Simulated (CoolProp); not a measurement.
Vapour-liquid equilibrium of CH2F2 (R32) (1) + fluoroethane (R161) (2) at 1.7 MPa; x and y are mole fractions of (1).

The numbers come from the multi-fluid Helmholtz-energy mixture model, Tillner-Roth 1997 and Wu 2012; pair parameters Bell 2016 in CoolProp.

Problem. Give the bubble temperature and the first vapour's composition at x = 0.05, 0.35, 0.5. Is there an azeotrope?

Solution. x = 0.05: 320.4 K, y = 0.080; x = 0.35: 311.2 K, y = 0.455; x = 0.5: 307.7 K, y = 0.602. No azeotrope shows between x = 0.05 and 0.95.

The pair parameters rest on a limited set of measurements; away from them the model extrapolates.
